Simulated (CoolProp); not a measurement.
Model: reference Helmholtz-energy equation of state, Tillner-Roth 1997, in CoolProp.

Give the vapour pressure (MPa), liquid density (kg/m³), vapour density (kg/m³), liquid viscosity (µPa s) of saturated CH2F2 (R32) at -10.95, 21.85, 54.55 °C.


| T (°C) | p (MPa) | liquid density (kg/m³) | vapour density (kg/m³) | liquid viscosity (µPa s) |
|---|---|---|---|---|
| -10.95 | 0.564 | 1090 | 15.4 | 175 |
| 21.85 | 1.55 | 974 | 43.2 | 116 |
| 54.55 | 3.48 | 811 | 113 | 75.1 |

Viscosity comes from a separate model (Bell 2016), an estimate that may be off by 10 % or more.
